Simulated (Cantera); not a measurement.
Input: 1 mol SiCl₄, 0.14 mol NO, 35 mol H₂, at 1452 °C and 2.80 mbar.

Equilibrium computed with Cantera from the NASA thermochemical tables; the gas is ideal and each condensed phase is pure. Candidate condensed phases: H₂O, NH₄Cl, Si, SiO₂, Si₂N₂O, Si₃N₄; 47 gas species. The tables' values for SiCl, SiCl₃ are old estimates; treat these amounts as uncertain. Gases not in the tables: Si₂H₆ and higher silanes. Equilibrium is a limit: real reactors are often held back by kinetics, nucleation or transport.

Base state: H₂ 0.902, HCl 0.0696, SiCl₂ 0.0185, SiO 0.00375, H 0.00333, N₂ 0.00188, Si 0.000363, Cl 0.000199 (mole fractions); condensed: Si(l).

Task: What changes in the equilibrium state with this change: temperature from 1452 °C to 1750 °C?

Result: 
| species | before | after |
|---|---|---|
| H₂ | 0.902 | 0.855 |
| HCl | 0.0696 | 0.0813 |
| H | 0.00333 | 0.0332 |
| Si | 0.000363 | 0.0109 |
| SiCl₂ | 0.0185 | 0.00963 |
| Si₂ | 1.73e-6 | 6.37e-5 |
| SiH | 2.60e-5 | 0.000342 |
| Cl | 0.000199 | 0.00235 |
| SiCl | 0.000194 | 0.00135 |
| SiCl₃ | 5.12e-5 | 9.50e-6 |
| Si(l), mol | 0.144 | 0 |
The tables' values for SiCl are old estimates; treat these amounts as uncertain.

Task: What changes in the equilibrium state with this change: temperature from 1452 °C to 727 °C?

Result: 
```
species                before    after
-------------------  --------  -------
H₂                      0.902    0.946
HCl                    0.0696   0.0320
SiCl₄                 2.65e-7   0.0154
SiCl₂                  0.0185  0.00184
N₂                    0.00188    <1e-9
Si                   0.000363    <1e-9
SiCl                 0.000194    <1e-9
Si(l), mol              0.144        0
Si(s), mol                  0   0.0421
SiO₂(β-quartz), mol         0   0.0350
Si₂N₂O(s), mol              0   0.0700
```
The tables' values for SiCl₃ are old estimates; treat these amounts as uncertain.

Task: What changes in the equilibrium state with this change: H₂ from 35 to 92 mol?

Result: 
| species | before | after |
|---|---|---|
| H₂ | 0.902 | 0.956 |
| HCl | 0.0696 | 0.0339 |
| SiCl₂ | 0.0185 | 0.00414 |
| SiCl₃ | 5.12e-5 | 5.41e-6 |
| N₂ | 0.00188 | 0.000741 |
| SiO | 0.00375 | 0.00148 |
| Cl | 0.000199 | 9.42e-5 |
| Si(l), mol | 0.144 | 0.421 |
The tables' values for SiCl are old estimates; treat these amounts as uncertain.
